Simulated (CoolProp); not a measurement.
A Linde-Hampson liquefier for oxygen: isothermal reversible compression at 200 K from 1 atm to 20 MPa, throttling to 1 atm, return gas leaving the recuperator 0 K below the feed. Each further row changes one setting.

Values from CoolProp's reference Helmholtz-energy equation of state, Schmidt 1985.

| case | liquid yield per pass | compression work (kJ/kg of gas) |
|---|---|---|
| as stated | 0.337 | 246 |
| high pressure 40 MPa | 0.376 | 275 |
| warm-end temperature 230 K | 0.226 | 297 |
| warm-end gap 5 K | 0.327 | 246 |
